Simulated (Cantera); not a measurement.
Charge: 1 mol N2O, 3.6 mol H2O, 10 mol H2, at 2400 K and 18.0 Pa.

Cantera equilibrium calculation (NASA polynomials, part measured and part estimated; ideal gas, pure solids and liquids). Candidate condensed phases: H2O; 24 gas species. Equilibrium is a limit: real reactors are often held back by kinetics, nucleation or transport.

Base state: H 0.551, H2 0.216, H2O 0.0790, O 0.0632, N2 0.0429, OH 0.0370, O2 0.00956, NO 0.000953 (mole fractions); condensed: gas only.

### Question
What changes in the equilibrium state with this change: N2O replaced by CO2?

### Answer
```
species    before    after
-------  --------  -------
H           0.551    0.552
H2          0.216    0.217
H2O        0.0790   0.0787
N2         0.0429        0
CO              0   0.0409
CO2             0  0.00251
O          0.0632   0.0627
OH         0.0370   0.0368
NO       0.000953        0
O2        0.00956  0.00942
```
Further candidate phases: C, C6H6, C7H8, C8H18.

### Question
What changes in the equilibrium state with this change: pressure from 18.0 Pa to 1.30 bar?

### Answer
| species | before | after |
|---|---|---|
| H2 | 0.216 | 0.608 |
| H2O | 0.0790 | 0.312 |
| N2 | 0.0429 | 0.0681 |
| H | 0.551 | 0.0109 |
| O | 0.0632 | 1.23e-5 |
| OH | 0.0370 | 0.00103 |
| O2 | 0.00956 | 2.61e-6 |
| NO | 0.000953 | 1.99e-5 |
